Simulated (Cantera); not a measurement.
An adiabatic, constant-volume homogeneous reactor starts with 30.3 % H2, 11.6 % O2, 58.1 % N2, at 1700 K and 10.0 bar.

Computed with Cantera and GRI-Mech 3.0 (53 species, 325 reactions). The hydrogen kinetics of GRI-Mech 3.0 are dated; newer H2 mechanisms differ, most at raised pressure. Above 3000 K some thermodynamic fits are extrapolated.

One state of this run: T (K) = 3205; P (bar) = 17.2; x H2 = 0.0901; x O2 = 0.00264; x NO2 = 1.43e-6; x H2O2 = 1.09e-6; x NO = 0.00609. x: mole fraction; the columns are a selection and need not sum to one.

Which value of t (s) does it belong to?
(A) 2.16e-5
(B) 8.05e-6
(C) 3.00e-6
(D) 0.0579

D, 0.0579
